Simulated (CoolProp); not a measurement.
Vapour-liquid equilibrium of carbon dioxide (1) + sulfur dioxide (2) at -4.65 °C; x and y are mole fractions of (1).

Model: multi-fluid Helmholtz-energy mixture model, Span 1996 and Gao 2016; pair parameters Bell 2016, in CoolProp.

```json
[
 {"x": "0.05", "bubble pressure (kPa)": "301.1", "y at the bubble point": "0.582", "dew pressure at overall composition x (kPa)": "134.8", "liquid density (mol/L)": "22.68"},
 {"x": "0.2", "bubble pressure (kPa)": "805.3", "y at the bubble point": "0.854", "dew pressure at overall composition x (kPa)": "159.8", "liquid density (mol/L)": "22.89"},
 {"x": "0.35", "bubble pressure (kPa)": "1265", "y at the bubble point": "0.915", "dew pressure at overall composition x (kPa)": "196.0", "liquid density (mol/L)": "23.04"},
 {"x": "0.5", "bubble pressure (kPa)": "1675", "y at the bubble point": "0.942", "dew pressure at overall composition x (kPa)": "253.3", "liquid density (mol/L)": "23.09"},
 {"x": "0.65", "bubble pressure (kPa)": "2052", "y at the bubble point": "0.960", "dew pressure at overall composition x (kPa)": "357.5", "liquid density (mol/L)": "23.01"},
 {"x": "0.8", "bubble pressure (kPa)": "2435", "y at the bubble point": "0.975", "dew pressure at overall composition x (kPa)": "605.9", "liquid density (mol/L)": "22.71"},
 {"x": "0.95", "bubble pressure (kPa)": "2890", "y at the bubble point": "0.993", "dew pressure at overall composition x (kPa)": "1824", "liquid density (mol/L)": "22.04"}
]
```

No azeotrope shows between x = 0.05 and 0.95.

The pair parameters rest on a limited set of measurements; away from them the model extrapolates. The gap from Raoult's law changes sign with composition, which may be real or a fault of the pair parameters; it wasn't checked against measurements.
